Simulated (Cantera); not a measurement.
An adiabatic, constant-pressure homogeneous reactor starts with CH4 : O2 : N2 = 1 : 1.67 : 6.27 (molar parts), equivalence ratio 1.2, at 1275 K and 760 Torr.

Cantera simulation using GRI-Mech 3.0 (53 species, 325 reactions); the numbers are that mechanism's predictions, not measurements.

Question: Predict: time of steepest temperature rise; temperature at 7.00 s; equilibrium temperature; x(O2) at 7.00 s; x(CO) at 7.00 s; x(HCO) at 7.00 s; x(NO) at 7.00 s.

Answer: 
- time of steepest temperature rise: 17.8 ms
- temperature at 7.00 s: 2672 K
- equilibrium temperature: 2672 K
- x(O2) at 7.00 s: 0.00514 (gas-phase equilibrium 0.00514)
- x(CO) at 7.00 s: 0.0577 (gas-phase equilibrium 0.0577)
- x(HCO) at 7.00 s: 5.84e-8 (gas-phase equilibrium 5.84e-8)
- x(NO) at 7.00 s: 0.00438 (gas-phase equilibrium 0.00438)
